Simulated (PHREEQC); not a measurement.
A column of 0.1 m (40 cells, dispersivity 0.0035 m, 3600 s a shift, diffusion coefficient 3e-10 m²/s) holds 0.051 eq of the database's cation exchanger X per kg of pore water, first in equilibrium with 0.0039 mol/kgw SrCl2 and 1e-05 mol/kgw HCl. It is flushed with 0.019 mol MnCl2, 0.02 mol SrCl2 and 1e-05 mol HCl per kg of water, at 25 °C. Values are for the last cell. CO2 from the air is kept out. Nothing may precipitate in this run.

Equilibrium calculation in PHREEQC: ion-association model, phreeqc.dat.

| pore volumes | Mn in solution (mol/kgw) | Cl in solution (mol/kgw) | Sr in solution (mol/kgw) | MnX2 on the exchanger (mol/kgw) | SrX2 on the exchanger (mol/kgw) |
|---|---|---|---|---|---|
| 0 | 0 | 0.00781 | 0.00390 | 0 | 0.0255 |
| 0.2625 | 0 | 0.00781 | 0.00390 | 0 | 0.0255 |
| 0.5125 | 1.54e-10 | 0.00851 | 0.00425 | 3.68e-10 | 0.0255 |
| 0.7625 | … | 0.0219 | 0.0108 | 9.09e-5 | … |
| 1.012 | 0.00325 | … | 0.0208 | 0.00141 | 0.0241 |
| 1.137 | 0.00630 | 0.0588 | 0.0231 | 0.00234 | 0.0232 |
| 1.387 | 0.0120 | 0.0715 | 0.0238 | 0.00397 | 0.0215 |
| 1.637 | 0.0155 | 0.0761 | 0.0226 | … | 0.0204 |
| 1.887 | 0.0173 | 0.0775 | … | 0.00580 | 0.0197 |
| 2.138 | 0.0182 | 0.0779 | 0.0207 | 0.00619 | 0.0193 |
| 2.388 | 0.0187 | 0.0780 | 0.0203 | … | 0.0191 |
| 2.638 | 0.0189 | 0.0780 | 0.0201 | 0.00648 | 0.0190 |
| 2.888 | 0.0189 | 0.0780 | 0.0201 | … | 0.0190 |
| 3.013 | 0.0190 | 0.0780 | 0.0200 | 0.00653 | 0.0190 |
| 3.263 | 0.0190 | 0.0780 | 0.0200 | 0.00654 | 0.0190 |
| 3.513 | 0.0190 | 0.0780 | 0.0200 | 0.00655 | 0.0190 |
| 3.763 | 0.0190 | 0.0780 | 0.0200 | 0.00655 | 0.0190 |
| 4.013 | 0.0190 | 0.0780 | 0.0200 | 0.00655 | 0.0189 |

**Question.** Complete the blanks.

**Answer.** 
- 0.7625, Mn in solution (mol/kgw): 9.95e-5
- 0.7625, SrX2 on the exchanger (mol/kgw): 0.0254
- 1.012, Cl in solution (mol/kgw): 0.0480
- 1.637, MnX2 on the exchanger (mol/kgw): 0.00511
- 1.887, Sr in solution (mol/kgw): 0.0214
- 2.388, MnX2 on the exchanger (mol/kgw): 0.00638
- 2.888, MnX2 on the exchanger (mol/kgw): 0.00652
